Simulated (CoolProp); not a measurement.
Vapour-liquid equilibrium of ethanol (1) + dimethyl carbonate (2) at 0.0468 MPa; x and y are mole fractions of (1).

Computed with CoolProp (multi-fluid Helmholtz-energy mixture model, Schroeder 2014 and Zhou 2011; pair parameters Bell 2016).

```tsv
x	bubble temperature, mixture model (°C)	bubble temperature, Raoult's law (°C)	y, mixture model	y, Raoult's law
0.05	64.1	67.1	0.165	0.068
0.15	59.8	66.2	0.351	0.196
0.25	57.6	65.3	0.451	0.314
0.35	56.4	64.4	0.513	0.424
0.45	55.8	63.6	0.557	0.527
0.55	55.6	62.9	0.594	0.624
0.65	55.5	62.2	0.631	0.715
0.75	55.8	61.5	0.678	0.802
0.85	56.5	60.9	0.751	0.884
0.95	58.3	60.3	0.885	0.962
```

The largest gap from Raoult's law is -8.0 K in bubble temperature, at x = 0.35. y crosses x between x = 0.55 and 0.65: the model has an azeotrope there.

The pair parameters rest on a limited set of measurements; away from them the model extrapolates.
